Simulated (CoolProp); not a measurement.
Vapour-liquid equilibrium of n-octane (1) + o-xylene (2) at 62.45 °C; x and y are mole fractions of (1).

Model: multi-fluid Helmholtz-energy mixture model, Beckmüller 2019 and Zhou 2012; pair parameters Bell 2016, in CoolProp.

Problem. Give the bubble pressure and the first vapour's composition at x = 0.05, 0.125, 0.65. Is there an azeotrope?

Solution. x = 0.05: 0.006431 MPa, y = 0.100; x = 0.125: 0.006925 MPa, y = 0.229; x = 0.65: 0.009897 MPa, y = 0.773. No azeotrope shows between x = 0.05 and 0.95.

Pair parameters are fitted to limited data, so mixtures are less certain than the pure fluids.
